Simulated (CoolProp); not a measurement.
Values from CoolProp's reference Helmholtz-energy equation of state, Akasaka 2024.

**Question.** Give the vapour pressure (kPa), vapour density (kg/m³) of saturated R1132(E) at 1.25 °C.

**Answer.** 
```
T (°C)  p (kPa)  vapour density (kg/m³)
------  -------  ----------------------
1.25        848                    27.9
```
